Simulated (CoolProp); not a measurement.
The fluid at 298.15 K and 0.0991 MPa expands adiabatically to 0.00968 MPa with isentropic efficiency 0.7. The same conditions are run with several fluids, on thermodynamics alone (safety and materials aside).

Computed with CoolProp (reference Helmholtz-energy equation of state of each fluid (R1233zd(E): Akasaka 2022; sulfur hexafluoride: Guder 2009; isobutene: Lemmon 2005; R13: Platzer 1990; ethane: Bücker 2006)). The equations of Platzer and Polt are older, rougher fits.

Rank R1233zd(E), sulfur hexafluoride, isobutene, R13, ethane by work (kJ/kg), highest first.

ethane (110), isobutene (63.1), R13 (33.1), R1233zd(E) (27.4), sulfur hexafluoride (24.8)

```csv
fluid,final temperature (K),final density (kg/m³)
R1233zd(E),258.3,0.591
sulfur hexafluoride,258.0,0.660
isobutene,253.5,0.259
R13,242.5,0.502
ethane,229.0,0.153
```
